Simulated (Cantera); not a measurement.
An isothermal, constant-pressure homogeneous reactor starts with C₂H₆ : N₂ = 1 : 190 (molar parts), at 1500 K and 0.100 bar. Integrator tolerance rtol = 1e-08.

Computed with Cantera and GRI-Mech 3.0 (53 species, 325 reactions). GRI-Mech 3.0 stops at C3 and has no aromatics, soot or wall deposition, so with more carbon than oxygen in the feed, carbon stays in small species such as C2H2 where larger ones or solid carbon would form.

```tsv
quantity	before	after
x(C₂H₆) at 3.00 s	1.12e-7 (gas-phase equilibrium 1.00e-12)	1.48e-7 (gas-phase equilibrium 8.61e-11)
x(H₂) at 3.00 s	0.00931 (gas-phase equilibrium 0.0104)	0.00925 (gas-phase equilibrium 0.0103)
x(CH₃) at 3.00 s	7.16e-6 (gas-phase equilibrium 1.95e-8)	2.69e-6 (gas-phase equilibrium 5.92e-8)
x(C₂H) at 3.00 s	4.65e-9 (gas-phase equilibrium 3.98e-10)	1.64e-9 (gas-phase equilibrium 1.30e-10)
x(H) at 3.00 s	4.76e-6 (gas-phase equilibrium 5.70e-6)	1.68e-6 (gas-phase equilibrium 1.87e-6)
x(C₂H₂) at 3.00 s	0.00483 (gas-phase equilibrium 0.000384)	0.00480 (gas-phase equilibrium 0.000383)
x(CH₂) at 3.00 s	2.96e-9 (gas-phase equilibrium 8.89e-12)	4.01e-10 (gas-phase equilibrium 8.87e-12)
```

Which change was made?
A) pressure from 0.100 bar to 0.930 bar
B) temperature 1500 to 1773 K
C) N2 190 to 25 parts
D) pressure from 0.100 bar to 0.000650 bar

A, pressure from 0.100 bar to 0.930 bar
